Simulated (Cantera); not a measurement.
An isothermal, constant-pressure homogeneous reactor starts with H2 : O2 : N2 = 0.93 : 1 : 5.2 (molar parts), equivalence ratio 0.47, at 950 K and 233 Torr.

Model: GRI-Mech 3.0 (53 species, 325 reactions), integrated in Cantera. The temperature is held fixed by assumption; the heat of reaction is taken as removed at once.

x: mole fraction; the columns are a selection and need not sum to one.

| t (s) | x H2 | x O2 | x N2O | x NO2 | x O | x OH |
|---|---|---|---|---|---|---|
| 2.00e-6 | 0.130 | 0.140 | <1e-12 | <1e-12 | <1e-12 | <1e-12 |
| 7.10e-6 | 0.130 | 0.140 | <1e-12 | <1e-12 | <1e-12 | <1e-12 |
| 2.52e-5 | 0.130 | 0.140 | <1e-12 | <1e-12 | 3.03e-12 | 1.08e-12 |
| 8.93e-5 | 0.130 | 0.140 | <1e-12 | <1e-12 | 2.60e-11 | 8.00e-12 |
| 0.000317 | 0.130 | 0.140 | <1e-12 | <1e-12 | 1.50e-9 | 4.50e-10 |
| 0.00112 | 0.108 | 0.131 | 6.12e-10 | 2.91e-12 | 0.00110 | 0.000537 |
| 0.00399 | 0.00534 | 0.0827 | 9.70e-9 | 7.38e-9 | 4.16e-5 | 3.81e-5 |
| 0.0141 | 0.00307 | 0.0817 | 1.12e-8 | 6.33e-8 | 4.24e-6 | 4.16e-6 |
| 0.0502 | 0.00221 | 0.0813 | 1.21e-8 | 1.36e-7 | 1.43e-6 | 1.55e-6 |
| 0.178 | 0.00109 | 0.0808 | 1.36e-8 | 1.87e-7 | 6.91e-7 | 1.03e-6 |
| 0.631 | 0.000262 | 0.0804 | 1.54e-8 | 2.56e-7 | 1.49e-7 | 5.22e-7 |
| 2.24 | ___ | 0.0803 | 1.62e-8 | 3.05e-7 | ___ | ___ |
| 7.95 | 7.22e-6 | 0.0803 | 1.64e-8 | 3.18e-7 | 5.18e-10 | 4.17e-8 |
| 28.2 | 9.56e-7 | 0.0803 | 1.63e-8 | 3.08e-7 | 3.16e-11 | 1.68e-8 |
| 100 | 2.94e-8 | 0.0803 | 1.59e-8 | 2.40e-7 | 1.37e-12 | 9.48e-9 |

### Question
Fill in the missing entries.

### Answer

- 2.24, x H2: 4.09e-5
- 2.24, x O: 9.44e-9
- 2.24, x OH: 1.51e-7
